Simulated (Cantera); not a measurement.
An adiabatic, constant-volume homogeneous reactor starts with CH₄ : H₂ : O₂ : N₂ = 1 : 0.1 : 1.08 : 4.06 (molar parts), at 1525 K and 4.30 bar. Integrator tolerance rtol = 1e-08.

Cantera simulation using GRI-Mech 3.0 (53 species, 325 reactions); the numbers are that mechanism's predictions, not measurements.

Q: What does this change do: pressure from 4.30 bar to 1.00 bar?

A: 
```json
[
 {"quantity": "time of steepest temperature rise", "before": "0.240 ms", "after": "0.726 ms"},
 {"quantity": "temperature at 0.100 s", "before": "2889 K", "after": "2807 K"},
 {"quantity": "equilibrium temperature", "before": "2889 K", "after": "2807 K"},
 {"quantity": "x(CH₄) at 0.100 s", "before": "1.87e-10 (gas-phase equilibrium 2.11e-10)", "after": "1.19e-11 (gas-phase equilibrium 1.35e-11)"},
 {"quantity": "x(H₂) at 0.100 s", "before": "0.143 (gas-phase equilibrium 0.143)", "after": "0.140 (gas-phase equilibrium 0.140)"},
 {"quantity": "x(O₂) at 0.100 s", "before": "9.35e-5 (gas-phase equilibrium 9.35e-5)", "after": "0.000220 (gas-phase equilibrium 0.000220)"},
 {"quantity": "x(HO₂) at 0.100 s", "before": "2.17e-7 (gas-phase equilibrium 2.17e-7)", "after": "2.38e-7 (gas-phase equilibrium 2.38e-7)"},
 {"quantity": "x(C₂H₂) at 0.100 s", "before": "<1e-12 (gas-phase equilibrium <1e-12)", "after": "<1e-12 (gas-phase equilibrium <1e-12)"},
 {"quantity": "x(CH₃) at 0.100 s", "before": "2.92e-10 (gas-phase equilibrium 3.29e-10)", "after": "3.04e-11 (gas-phase equilibrium 3.44e-11)"},
 {"quantity": "x(NO) at 0.100 s", "before": "0.000741 (gas-phase equilibrium 0.000741)", "after": "0.00102 (gas-phase equilibrium 0.00102)"}
]
```

Q: What does this change do: initial temperature 1525 to 1498 K?

A: 
```tsv
quantity	before	after
time of steepest temperature rise	0.240 ms	0.306 ms
temperature at 0.100 s	2889 K	2872 K
equilibrium temperature	2889 K	2872 K
x(CH₄) at 0.100 s	1.87e-10 (gas-phase equilibrium 2.11e-10)	2.02e-10 (gas-phase equilibrium 2.28e-10)
x(H₂) at 0.100 s	0.143 (gas-phase equilibrium 0.143)	0.143 (gas-phase equilibrium 0.143)
x(O₂) at 0.100 s	9.35e-5 (gas-phase equilibrium 9.35e-5)	8.18e-5 (gas-phase equilibrium 8.18e-5)
x(HO₂) at 0.100 s	2.17e-7 (gas-phase equilibrium 2.17e-7)	1.91e-7 (gas-phase equilibrium 1.91e-7)
x(C₂H₂) at 0.100 s	<1e-12 (gas-phase equilibrium <1e-12)	<1e-12 (gas-phase equilibrium 1.02e-12)
x(CH₃) at 0.100 s	2.92e-10 (gas-phase equilibrium 3.29e-10)	2.98e-10 (gas-phase equilibrium 3.35e-10)
x(NO) at 0.100 s	0.000741 (gas-phase equilibrium 0.000741)	0.000679 (gas-phase equilibrium 0.000679)
```
